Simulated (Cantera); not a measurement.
Adiabatic ignition

An adiabatic, constant-pressure homogeneous reactor starts with 7.41 % CH4, 18.7 % O2, 70.5 % N2, 3.33 % CO2, equivalence ratio 0.79, at 1523 K and 900 Torr.

Computed with Cantera and GRI-Mech 3.0 (53 species, 325 reactions).

```csv
t (s),T (K),x CH4,x O2,x CO2,x C2H2,x HO2,x H2
2.00e-6,1523,0.0741,0.187,0.0333,<1e-12,1.79e-7,4.16e-8
9.15e-6,1523,0.0741,0.187,0.0333,<1e-12,7.95e-7,2.32e-7
4.18e-5,1523,0.0741,0.187,0.0333,<1e-12,3.12e-6,1.46e-6
0.000191,1523,0.0739,0.187,0.0333,1.86e-9,7.00e-6,2.57e-5
0.000875,2453,<1e-12,0.0522,0.0681,<1e-12,6.39e-6,0.00987
0.00400,2630,<1e-12,0.0446,0.0801,<1e-12,7.32e-6,0.00608
0.0183,2623,<1e-12,0.0423,0.0803,<1e-12,6.94e-6,0.00608
0.0837,2623,<1e-12,0.0422,0.0803,<1e-12,6.93e-6,0.00608
0.383,2623,<1e-12,0.0422,0.0803,<1e-12,6.93e-6,0.00608
1.75,2623,<1e-12,0.0422,0.0803,<1e-12,6.93e-6,0.00608
8.00,2623,<1e-12,0.0422,0.0803,<1e-12,6.93e-6,0.00608
```
x: mole fraction; the columns are a selection and need not sum to one.

```
Property                                                           Value
---------------------------------  -------------------------------------
time of steepest temperature rise                               0.793 ms
temperature at 8.00 s                                             2623 K
equilibrium temperature                                           2623 K
x(CH4) at 8.00 s                   <1e-12 (gas-phase equilibrium <1e-12)
x(O2) at 8.00 s                    0.0422 (gas-phase equilibrium 0.0422)
x(CO2) at 8.00 s                   0.0803 (gas-phase equilibrium 0.0803)
```
